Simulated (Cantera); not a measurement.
An adiabatic, constant-volume homogeneous reactor starts with 7.89 % CH4, 1.81 % CO, 18.3 % O2, 68.9 % N2, 3.08 % H2, equivalence ratio 1.00, at 1175 K and 5.00 bar.

Model: GRI-Mech 3.0 (53 species, 325 reactions), integrated in Cantera.

One state of this run: T (K) = 2945; P (bar) = 12.7; x CH4 = <1e-12; x CO = 0.0365; x O2 = 0.0155; x O = 0.00330; x OH = 0.0166; x C2H4 = <1e-12. x: mole fraction; the columns are a selection and need not sum to one.

Task: Which value of t (s) does it belong to?
(A) 0.000434
(B) 9.00e-6
(C) 2.37e-5
(D) 0.00794

Result: D, 0.00794
